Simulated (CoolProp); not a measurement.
A simple Rankine cycle with water: condensing at 293.15 K, boiler at 6.02 MPa, turbine inlet 554 K, turbine efficiency 0.85, pump efficiency 0.6, no recuperator. Each further row changes one setting.

The numbers come from the reference Helmholtz-energy equation of state, Wagner 2002 in CoolProp.

```csv
case,thermal efficiency (%),net work (kJ/kg),heat in (kJ/kg),turbine exit temperature (K),volume ratio over the turbine
as stated,…,…,2710,293.1,1290
turbine inlet 574 K,33.4,934,2790,293.1,…
condensing temperature 285.15 K,34.2,940,2750,285.1,…
boiler pressure 4.21 MPa,32.3,…,2810,293.1,854
turbine efficiency 0.75,29.3,794,2710,293.1,…
```

**Question.** Complete the blanks.

**Answer.** 
- as stated, thermal efficiency (%): 33.2
- as stated, net work (kJ/kg): 901
- turbine inlet 574 K, volume ratio over the turbine: 1210
- condensing temperature 285.15 K, volume ratio over the turbine: 2060
- boiler pressure 4.21 MPa, net work (kJ/kg): 906
- turbine efficiency 0.75, volume ratio over the turbine: 1360

The expansion ends wet for: as stated; turbine inlet 574 K; condensing temperature 285.15 K; boiler pressure 4.21 MPa; turbine efficiency 0.75.
